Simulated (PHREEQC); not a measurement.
2.5 g of hydrous ferric oxide (600 m²/g; 0.2 weak and 0.005 strong sites per Fe, Dzombak-Morel constants, diffuse double layer) in 1 kg of water with 0.01 mol/kgw of an inert sodium salt, at 25 °C; the pH is set by adding NaOH or the inert anion's acid. Oxygen alone is held at its pressure in air (log pO2 = -0.68). No CO2 enters from the air. Precipitation was switched off in this run.

Base run: PHREEQC, ion-association model, wateq4f.dat. Each further column changes one thing. The table gives surface charge σ (C/m²).

```
pH     base  background salt from 0.01 to 0.001 mol/kgw  oxide from 2.5 to 12 g/kgw  0.00093 mol/kgw CuSO4 added
---  ------  ------------------------------------------  --------------------------  ---------------------------
3     0.331                                       0.287                       0.345                        0.230
3.5   0.283                                           ?                       0.307                        0.202
4     0.224                                       0.145                       0.249                        0.162
5     0.116                                       0.058                       0.128                        0.083
5.5   0.078                                           ?                       0.084                        0.055
6     0.050                                       0.020                       0.053                            ?
6.5   0.031                                       0.011                       0.032                        0.024
7     0.017                                       0.006                       0.018                        0.017
8     0.001                                       0.000                       0.001                        0.006
8.5  -0.005                                           ?                      -0.005                            ?
9    -0.013                                      -0.004                      -0.013                       -0.008
```

Q: What belongs in the gaps?

A: 
- 3.5, background salt from 0.01 to 0.001 mol/kgw: 0.212
- 5.5, background salt from 0.01 to 0.001 mol/kgw: 0.034
- 6, 0.00093 mol/kgw CuSO4 added: 0.036
- 8.5, background salt from 0.01 to 0.001 mol/kgw: -0.002
- 8.5, 0.00093 mol/kgw CuSO4 added: -0.001

The oxide is taken as insoluble; below pH 4 it would dissolve. The database's constant for dissolved Cu(OH)2 is higher than later reviews accept.
